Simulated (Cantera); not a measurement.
Charge: 1 mol SiCl₄, 4.2 mol HCl, 45 mol H₂, held at 1.70 bar.

Equilibrium computed with Cantera from the NASA thermochemical tables; the gas is ideal and each condensed phase is pure. Candidate condensed phases: Si; 19 gas species. Kinetics and transport are ignored.

**Question.** At 875 K, list the 4 most abundant gas species with their mole fractions, and the condensed phases.

**Answer.** H₂ 0.896, HCl 0.0841, SiCl₄ 0.0195, SiHCl₃ 0.000454. Condensed: gas only.
